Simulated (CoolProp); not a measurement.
Vapour-liquid equilibrium of cyclohexane (1) + dimethyl carbonate (2) at 127.25 °C; x and y are mole fractions of (1).

Values from CoolProp's multi-fluid Helmholtz-energy mixture model, Zhou 2014 and Zhou 2011; pair parameters Bell 2016.

```
x     bubble pressure (MPa)  y at the bubble point  dew pressure at overall composition x (MPa)  liquid density (mol/L)
----  ---------------------  ---------------------  -------------------------------------------  ----------------------
0.05                 0.3246                  0.139                                       0.3025                   10.03
0.2                  0.3878                  0.360                                       0.3410                   9.537
0.35                 0.4169                  0.469                                       0.3848                   9.109
0.5                  0.4282                  0.542                                       0.4229                   8.745
0.65                 0.4282                  0.611                                       0.4238                   8.444
0.8                  0.4138                  0.705                                       0.3913                   8.202
0.95                 0.3688                  0.888                                       0.3530                   8.014
```

y crosses x between x = 0.5 and 0.65: the model has an azeotrope there.

Pair parameters are fitted to limited data, so mixtures are less certain than the pure fluids.
